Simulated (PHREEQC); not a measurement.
# Ultrapure water in contact with air or piping

Synthetic water in mg/kgw, 25 °C, pH 5.75, pe 12.3:

```
constituent                mg/kgw
-----------------------  --------
Na                         0.0087
K                         0.00666
Ca                         0.0143
Mg                        0.00562
Cl                         0.0194
S(6) as SO4                0.0439
Alkalinity as HCO3         0.0144
Ba                       6.89e-05
Si as SiO2                0.00182
N(5) as NO3              1.25e-05
O(0) (dissolved oxygen)  0.000602
```

Valence states are taken as typed.

Computed with PHREEQC (ion-association model, wateq4f.dat).

This is a speciation only: nothing precipitates in the calculation.

Task: What ionic strength, charge-balance error does the model give?

Result: ionic strength 4.54e-6 mol/kgw; charge-balance error 0.4 %.

Task: In which forms is C present?

Result: CO2 80 %, HCO3- 20 % of the C.

Species that the database lacks are ignored.
